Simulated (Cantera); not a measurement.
A closed system holds: 1 mol Fe(CO)₅, 7.5 mol N₂, held at 652 °C.

These are equilibrium values from Cantera (NASA tables, ideal gas, pure condensed phases), not measurements of a reactor. Candidate condensed phases: C, Fe, Fe(CO)₅, FeO, Fe₂O₃, Fe₃O₄; 27 gas species. The tables' stoichiometric FeO is somewhat more stable than real wüstite, so its field is too wide. FeO: taken at fixed stoichiometry. Kinetics and transport are ignored.

Q: At 10.0 bar, list the 3 most abundant gas species with their mole fractions, and the condensed phases.

A: N₂ 0.760, CO₂ 0.166, CO 0.0742. Condensed: C(graphite) + FeO(s).
